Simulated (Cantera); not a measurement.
Feed: 1 mol CH2F2, 0.2 mol CH4, 2.7 mol H2, at 627 °C and 0.00133 bar.

These are equilibrium values from Cantera (NASA tables, ideal gas, pure condensed phases), not measurements of a reactor. Candidate condensed phases: C, C6H6, C7H8, C8H18; 95 gas species. The numbers say what is thermodynamically allowed, not how fast it happens.

Base state: H2 0.608, HF 0.392, CH4 0.000154 (mole fractions); condensed: C(graphite).

Q: What changes in the equilibrium state with this change: temperature from 627 °C to 1600 °C?

A: 
```json
[
 {"species": "H2", "before": "0.608", "after": "0.597"},
 {"species": "HF", "before": "0.392", "after": "0.389"},
 {"species": "H", "before": "2.50e-9", "after": "0.0137"},
 {"species": "C2H2 (acetylene)", "before": "<1e-9", "after": "0.000186"},
 {"species": "CH4", "before": "0.000154", "after": "2.89e-7"},
 {"species": "C(graphite), mol", "before": "1.20", "after": "1.20"}
]
```
